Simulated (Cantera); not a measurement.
**Thermodynamics of abatement and gas-phase synthesis, feed NF3 + H2**

A closed system holds: 1 mol NF3, 0.092 mol H2, at 0.113 Torr.

These are equilibrium values from Cantera (NASA tables, ideal gas, pure condensed phases), not measurements of a reactor. Equilibrium is a limit: real reactors are often held back by kinetics, nucleation or transport.

From 2202 °C to 3102 °C nothing is condensed.

```tsv
T (°C)	x F	x N2	x HF	x H
2202	0.805	0.143	0.0521	0.000428
2302	0.805	0.143	0.0512	0.00129
2402	0.805	0.142	0.0489	0.00346
2502	0.806	0.142	0.0440	0.00813
2602	0.808	0.140	0.0356	0.0161
2702	0.810	0.139	0.0251	0.0261
2802	0.811	0.137	0.0155	0.0352
2902	0.812	0.136	0.00879	0.0416
3002	0.813	0.135	0.00481	0.0453
3102	0.812	0.134	0.00263	0.0474
```
x: gas mole fraction; nothing condenses.
